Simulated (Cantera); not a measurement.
An adiabatic, constant-volume homogeneous reactor starts with CH4 : H2 : O2 : N2 : H2O = 1 : 0.14 : 6.27 : 38.9 : 1.9 (molar parts), equivalence ratio 0.33, at 1725 K and 750 Torr. Integrator tolerance rtol = 1e-08.

Cantera simulation using GRI-Mech 3.0 (53 species, 325 reactions); the numbers are that mechanism's predictions, not measurements.

```json
[
 {"quantity": "time of steepest temperature rise", "before": "0.161 ms", "after": "0.173 s"},
 {"quantity": "temperature at 1.00 s", "before": "2250 K", "after": "1611 K"},
 {"quantity": "equilibrium temperature", "before": "2250 K", "after": "1607 K"},
 {"quantity": "x(CH4) at 1.00 s", "before": "<1e-12 (gas-phase equilibrium <1e-12)", "after": "<1e-12 (gas-phase equilibrium <1e-12)"},
 {"quantity": "x(H2) at 1.00 s", "before": "0.000387 (gas-phase equilibrium 0.000387)", "after": "1.67e-6 (gas-phase equilibrium 1.60e-6)"},
 {"quantity": "x(O2) at 1.00 s", "before": "0.0816 (gas-phase equilibrium 0.0816)", "after": "0.0872 (gas-phase equilibrium 0.0866)"},
 {"quantity": "x(C2H) at 1.00 s", "before": "<1e-12 (gas-phase equilibrium <1e-12)", "after": "<1e-12 (gas-phase equilibrium <1e-12)"},
 {"quantity": "x(HCN) at 1.00 s", "before": "<1e-12 (gas-phase equilibrium <1e-12)", "after": "<1e-12 (gas-phase equilibrium <1e-12)"}
]
```

Q: Which change was made?
A. initial temperature 1725 to 1248 K
B. O2 6.27 to 3.2 parts
C. constant pressure in place of constant volume
D. initial temperature 1725 to 975 K

A: D, initial temperature 1725 to 975 K
